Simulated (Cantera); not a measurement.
Feed: 1 mol Si2Cl6, a varied amount of Cl2, 100 mol H2, at 900 K and 1.00 bar.

Equilibrium computed with Cantera from the NASA thermochemical tables; the gas is ideal and each condensed phase is pure. Candidate condensed phases: Si; 19 gas species. The feed counts by its element totals alone. The tables' values for SiCl3 are old estimates; treat these amounts as uncertain. Equilibrium is a limit: real reactors are often held back by kinetics, nucleation or transport.

Question: At 0.42 mol Cl2, list the 5 most abundant gas species with their mole fractions, and the condensed phases.

Answer: H2 0.978, SiHCl3 0.00947, SiCl4 0.00858, HCl 0.00252, SiH2Cl2 0.000991. Condensed: Si(s).
